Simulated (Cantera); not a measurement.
Feed: 1 mol HMDSO, 10 mol N2O, equilibrated at 100 Torr.

Method: chemical equilibrium by Gibbs-energy minimisation in Cantera with the NASA 1993 tables (ideal gas, pure condensed phases). Candidate condensed phases: C, C6H6, C7H8, C8H18, H2O, Si, SiC, SiO2, Si2N2O, Si3N4; 151 gas species. The feed counts by its element totals alone. The numbers say what is thermodynamically allowed, not how fast it happens.

x: gas mole fraction; n: condensed amount in mol.

```csv
T (°C),x N2,x H2,x H2O,x CO,x CH4,x CO2,n C(graphite),n SiO2(α-quartz),n SiO2(β-quartz)
302,0.539,0.0602,0.237,0.000448,0.0938,0.0699,2.95,2.00,0
352,0.524,0.110,0.206,0.00204,0.0778,0.0793,2.97,2.00,0
402,0.506,0.171,0.170,0.00739,0.0569,0.0882,2.99,2.00,0
452,0.485,0.232,0.131,0.0220,0.0368,0.0934,2.86,2.00,0
502,0.462,0.281,0.0916,0.0541,0.0216,0.0890,…,2.00,0
552,0.438,0.314,0.0572,0.108,0.0119,0.0706,…,2.00,0
602,0.416,0.330,0.0311,0.173,0.00635,0.0432,…,0,2.00
652,0.402,0.338,0.0188,0.215,0.00264,0.0241,0,0,2.00
702,0.400,0.339,0.0200,0.219,0.000574,0.0206,0,0,2.00
752,0.400,0.338,0.0217,0.221,0.000137,0.0184,0,0,2.00
802,0.400,0.337,0.0234,0.223,3.69e-5,0.0167,0,0,2.00
852,0.400,0.335,0.0249,0.225,1.12e-5,0.0152,0,0,2.00
```

Problem. Fill in the missing entries.

Solution. 
- 502, n C(graphite): 2.44
- 552, n C(graphite): 1.65
- 602, n C(graphite): 0.635
